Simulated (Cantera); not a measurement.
**Adiabatic ignition**

An adiabatic, constant-volume homogeneous reactor starts with 19.9 % CO, 5.76 % H2, 15.6 % O2, 58.8 % N2, at 1400 K and 22.0 bar.

Computed with Cantera and GRI-Mech 3.0 (53 species, 325 reactions). The hydrogen kinetics of GRI-Mech 3.0 are dated; newer H2 mechanisms differ, most at raised pressure. The pressure lies above the range GRI-Mech 3.0 was tuned for (to about 10 atm). Above 3000 K some thermodynamic fits are extrapolated.

| t (s) | T (K) | P (bar) | x CO | x H2 | x O2 | x NO | x H2O | x OH |
|---|---|---|---|---|---|---|---|---|
| 6.00e-6 | 3099 | 44.1 | 0.0555 | 0.00234 | 0.0534 | 0.00157 | 0.0536 | 0.0136 |
| 1.44e-5 | 3104 | 44.1 | 0.0539 | 0.00231 | 0.0500 | 0.00724 | 0.0540 | 0.0132 |
| 3.45e-5 | 3091 | 43.9 | 0.0536 | 0.00231 | 0.0463 | 0.0152 | 0.0543 | 0.0126 |
| 8.28e-5 | 3081 | 43.7 | 0.0535 | 0.00232 | 0.0437 | 0.0206 | 0.0546 | 0.0122 |
| 0.000199 | 3080 | 43.7 | 0.0535 | 0.00232 | 0.0433 | 0.0215 | 0.0546 | 0.0122 |
| 0.000476 | 3080 | 43.7 | 0.0535 | 0.00232 | 0.0433 | 0.0215 | 0.0546 | 0.0122 |
| 0.00114 | 3080 | 43.7 | 0.0535 | 0.00232 | 0.0433 | 0.0215 | 0.0546 | 0.0122 |
| 0.00274 | 3080 | 43.7 | 0.0535 | 0.00232 | 0.0433 | 0.0215 | 0.0546 | 0.0122 |
| 0.00657 | 3080 | 43.7 | 0.0535 | 0.00232 | 0.0433 | 0.0215 | 0.0546 | 0.0122 |
| 0.0158 | 3080 | 43.7 | 0.0535 | 0.00232 | 0.0433 | 0.0215 | 0.0546 | 0.0122 |
| 0.0378 | 3080 | 43.7 | 0.0535 | 0.00232 | 0.0433 | 0.0215 | 0.0546 | 0.0122 |
| 0.0907 | 3080 | 43.7 | 0.0535 | 0.00232 | 0.0433 | 0.0215 | 0.0546 | 0.0122 |
| 0.217 | 3080 | 43.7 | 0.0535 | 0.00232 | 0.0433 | 0.0215 | 0.0546 | 0.0122 |
| 0.522 | 3080 | 43.7 | 0.0535 | 0.00232 | 0.0433 | 0.0215 | 0.0546 | 0.0122 |
| 1.25 | 3080 | 43.7 | 0.0535 | 0.00232 | 0.0433 | 0.0215 | 0.0546 | 0.0122 |
| 3.00 | 3080 | 43.7 | 0.0535 | 0.00232 | 0.0433 | 0.0215 | 0.0546 | 0.0122 |
x: mole fraction; the columns are a selection and need not sum to one.

```yaml
time_of_steepest_temperature_rise: 2.95 µs
temperature at 3.00 s: 3080 K
equilibrium_temperature: 3080 K
x(CO) at 3.00 s: 0.0535 (gas-phase equilibrium 0.0535)
x(H2) at 3.00 s: 0.00232 (gas-phase equilibrium 0.00232)
x(O2) at 3.00 s: 0.0433 (gas-phase equilibrium 0.0433)
```
